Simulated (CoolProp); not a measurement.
Vapour-liquid equilibrium of methanol (1) + ethanol (2) at 2.56 MPa; x and y are mole fractions of (1).

Model: multi-fluid Helmholtz-energy mixture model, de Reuck 1993 and Schroeder 2014; pair parameters Bell 2016, in CoolProp.

Task: Give the bubble temperature and the first vapour's composition at x = 0.15, 0.65, 0.75. Is there an azeotrope?

Result: x = 0.15: 463.0 K, y = 0.178; x = 0.65: 455.7 K, y = 0.695; x = 0.75: 454.2 K, y = 0.788. No azeotrope shows between x = 0.05 and 0.95.

Pair parameters are fitted to limited data, so mixtures are less certain than the pure fluids.
